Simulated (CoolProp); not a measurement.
Vapour-liquid equilibrium of dimethyl ether (1) + n-butane (2) at 0.0658 MPa; x and y are mole fractions of (1).

The numbers come from the multi-fluid Helmholtz-energy mixture model, Wu 2011 and Bücker 2006; pair parameters Bell 2016 in CoolProp.

Problem. Give the bubble temperature and the first vapour's composition at x = 0.05, 0.8, 0.95. Is there an azeotrope?

Solution. x = 0.05: 258.0 K, y = 0.187; x = 0.8: 240.3 K, y = 0.881; x = 0.95: 239.2 K, y = 0.965. No azeotrope shows between x = 0.05 and 0.95.

The pair parameters rest on a limited set of measurements; away from them the model extrapolates.
